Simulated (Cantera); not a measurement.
Input: 1 mol Si, a varied amount of Cl2, 4 mol H2, held at 850 K and 5.90 bar.

These are equilibrium values from Cantera (NASA tables, ideal gas, pure condensed phases), not measurements of a reactor. Candidate condensed phases: Si; 19 gas species. Equilibrium is a limit: real reactors are often held back by kinetics, nucleation or transport.

Task: Which condensed phases are stable at each of these points (n(Cl2) (mol)): 0.5, 0.63, 0.79, 0.99, 1.2, 1.6, 2, 2.5?

Result: 
```json
[
 {"n(Cl2) (mol)": "0.5", "condensed phases": "Si(s)", "Si condensed (%)": "70.4"},
 {"n(Cl2) (mol)": "0.63", "condensed phases": "Si(s)", "Si condensed (%)": "62.9"},
 {"n(Cl2) (mol)": "0.79", "condensed phases": "Si(s)", "Si condensed (%)": "53.8"},
 {"n(Cl2) (mol)": "0.99", "condensed phases": "Si(s)", "Si condensed (%)": "42.5"},
 {"n(Cl2) (mol)": "1.2", "condensed phases": "Si(s)", "Si condensed (%)": "30.7"},
 {"n(Cl2) (mol)": "1.6", "condensed phases": "Si(s)", "Si condensed (%)": "8.4"},
 {"n(Cl2) (mol)": "2", "condensed phases": "gas only", "Si condensed (%)": "0.0"},
 {"n(Cl2) (mol)": "2.5", "condensed phases": "gas only", "Si condensed (%)": "0.0"}
]
```

From 0.5 mol Cl2 to 1.6 mol Cl2 the condensed part is Si(s). From 2 mol Cl2 to 2.5 mol Cl2 nothing is condensed.
